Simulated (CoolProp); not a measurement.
CH2F2 (R32) at 293.15 K and 2.88 MPa flows at 0.29 m/s in a round tube of 100 mm bore and 1.5 µm roughness, fully developed (64/Re and Nu = 3.66 if laminar; Colebrook and Gnielinski if turbulent). Each further row changes one setting.

The numbers come from the reference Helmholtz-energy equation of state, Tillner-Roth 1997 in CoolProp.

| case | Reynolds number | Darcy friction factor | pressure drop (Pa/m) | heat-transfer coefficient (W/(m² K)) | mass flow (kg/h) |
|---|---|---|---|---|---|
| as stated | 235000 | 0.0153 | 6.36 | 836 | 8110 |
| velocity 0.58 m/s | 470000 | 0.0135 | 22.5 | 1500 | 16200 |
| diameter 200 mm | 470000 | 0.0134 | 2.79 | 743 | 32400 |

Viscosity comes from a separate model (Bell 2016), an estimate that may be off by 10 % or more. Thermal conductivity comes from a separate model (Huber 2003), an estimate that may be off by 10 % or more.
